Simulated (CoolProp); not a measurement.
The numbers come from the reference Helmholtz-energy equation of state, Span 2000 in CoolProp.

For nitrogen, give the phase and the cv (kJ/(kg K)) at -143.15 °C and 173 kPa; -143.15 °C and 1180 kPa; -143.15 °C and 34000 kPa.


- -143.15 °C and 173 kPa: gas; cv 0.748
- -143.15 °C and 1180 kPa: gas; cv 0.789
- -143.15 °C and 34000 kPa: supercritical; cv 0.955
